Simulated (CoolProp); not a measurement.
Properties of CH2F2 (R32) along the isobar 1.43 MPa (Tc = 351.3 K, pc = 5.783 MPa, ω = 0.277).

Values from CoolProp's reference Helmholtz-energy equation of state, Tillner-Roth 1997.

```tsv
T (K)	phase	density (kg/m³)	fugacity coefficient
237.7	liquid	1170	0.1461
249.3	liquid	1135	0.2296
261	liquid	1098	0.3438
272.6	liquid	1060	0.4903
284.3	liquid	1017	0.6742
295.9	gas	38.31	0.8251
307.6	gas	35.28	0.8486
319.2	gas	32.96	0.8677
330.9	gas	31.03	0.8838
342.5	gas	29.42	0.8973
354.2	gas	28.01	0.9089
365.8	gas	26.78	0.9188
377.4	gas	25.68	0.9273
389.1	gas	24.68	0.9349
400.7	gas	23.78	0.9415
```
